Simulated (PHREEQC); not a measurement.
PHREEQC input (ion-association model, phreeqc.dat):

```
SOLUTION 1
  temp 25
  units mol/kgw
  pH 7 charge
  Na 0.013
END
SELECTED_OUTPUT 1
  -reset false
  -pH true
  -pe true
  -ionic_strength true
  -water true
  -totals Na Oxg
  -molalities H+ Na+ OH- NaOH
USER_PUNCH 1
  -headings p_Oxg(g) phi_Oxg(g) p_H2O(g) phi_H2O(g) density
  10 PUNCH PR_P("Oxg(g)"), PR_PHI("Oxg(g)"), PR_P("H2O(g)"), PR_PHI("H2O(g)"), RHO
PRINT
  -reset false
USE solution 1
REACTION_TEMPERATURE 1
  50
GAS_PHASE 1
  -fixed_pressure
  -pressure 2
  -temperature 50
  -volume 20
  Oxg(g) 2
  H2O(g) 0
END
# ... the last block is repeated for the other 12 points of P (atm)
```

Selected output (columns that matter, 13 of 13 rows; P (atm) added in front):

```
P (atm)	pH	mu	Na	Oxg	m_H+	m_Na+	m_OH-	p_Oxg(g)	phi_Oxg(g)	p_H2O(g)	phi_H2O(g)	density
2	11.322	0.013023	0.013023	0.0017419	5.2847e-12	0.013023	0.013023	1.8768	0.99873	0.12318	0.98559	0.98864
5	11.321	0.013023	0.013023	0.0044986	5.2975e-12	0.013023	0.013023	4.8741	0.99675	0.12588	0.96642	0.98877
10	11.32	0.013024	0.013024	0.0090253	5.3185e-12	0.013024	0.013024	9.8695	0.99353	0.13049	0.9354	0.98899
20	11.316	0.013025	0.013025	0.017832	5.3606e-12	0.013025	0.013025	19.86	0.98732	0.14018	0.87657	0.98943
30	11.313	0.013027	0.013027	0.026322	5.4029e-12	0.013027	0.013027	29.849	0.98137	0.15054	0.82179	0.98987
40	11.309	0.013029	0.013029	0.034511	5.4456e-12	0.013029	0.013029	39.838	0.97567	0.16157	0.77081	0.99031
50	11.306	0.013032	0.013032	0.042413	5.4886e-12	0.013032	0.013032	49.827	0.97024	0.17332	0.72341	0.99074
75	11.297	0.013038	0.013038	0.060998	5.5975e-12	0.013038	0.013038	74.794	0.95774	0.20597	0.61905	0.99183
100	11.289	0.013045	0.013045	0.078067	5.7084e-12	0.013045	0.013045	99.756	0.94676	0.24357	0.53233	0.99292
150	11.272	0.013062	0.013062	0.10834	5.9363e-12	0.013062	0.013062	149.67	0.92912	0.33467	0.40062	0.99507
200	11.255	0.013083	0.013083	0.13438	6.1726e-12	0.013083	0.013083	199.55	0.91674	0.44768	0.30967	0.99721
300	11.221	0.013133	0.013133	0.17714	6.6714e-12	0.013133	0.013133	299.26	0.90544	0.73697	0.20107	1.0014
400	11.187	0.01319	0.01319	0.21113	7.2087e-12	0.01319	0.01319	398.9	0.90857	1.0986	0.14412	1.0056
```

Species that the database lacks are ignored. At this temperature some constants are extrapolated from 25 °C, and those without enthalpy data are left unchanged.
